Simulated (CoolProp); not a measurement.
A simple Rankine cycle with n-hexane: condensing at 292.15 K, boiler at 0.0649 MPa, turbine inlet 330.3 K, turbine efficiency 0.9, pump efficiency 0.6, no recuperator. Each further row changes one setting.

Values from CoolProp's reference Helmholtz-energy equation of state, Thol 2019.

| case | thermal efficiency (%) | net work (kJ/kg) | heat in (kJ/kg) | turbine exit temperature (K) | volume ratio over the turbine |
|---|---|---|---|---|---|
| as stated | 8.9 | ___ | 433 | 306.5 | 4.00 |
| turbine inlet 350.3 K | 8.8 | ___ | 470 | 326.5 | 4.00 |
| condensing temperature 284.15 K | ___ | ___ | 451 | ___ | 5.73 |
| boiler pressure 0.0454 MPa | ___ | 29.4 | 434 | ___ | 2.82 |
| turbine efficiency 0.8 | 7.9 | ___ | 433 | 309.0 | 4.03 |

Question: Fill in the missing entries.

Answer: 
- as stated, net work (kJ/kg): 38.6
- turbine inlet 350.3 K, net work (kJ/kg): 41.2
- condensing temperature 284.15 K, thermal efficiency (%): 10.7
- condensing temperature 284.15 K, net work (kJ/kg): 48.3
- condensing temperature 284.15 K, turbine exit temperature (K): 300.5
- boiler pressure 0.0454 MPa, thermal efficiency (%): 6.8
- boiler pressure 0.0454 MPa, turbine exit temperature (K): 312.6
- turbine efficiency 0.8, net work (kJ/kg): 34.3
